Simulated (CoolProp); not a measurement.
Vapour-liquid equilibrium of R134a (1) + R152A (2) at 779 kPa; x and y are mole fractions of (1).

Computed with CoolProp (multi-fluid Helmholtz-energy mixture model, Tillner-Roth 1994 and Outcalt 1996; pair parameters Lemmon 2004).

**Question.** Give the bubble temperature and the first vapour's composition at x = 0.35, 0.45, 0.85. Is there an azeotrope?

**Answer.** x = 0.35: 33.6 °C, y = 0.366; x = 0.45: 33.2 °C, y = 0.470; x = 0.85: 31.3 °C, y = 0.866. No azeotrope shows between x = 0.05 and 0.95.

Pair parameters are fitted to limited data, so mixtures are less certain than the pure fluids.
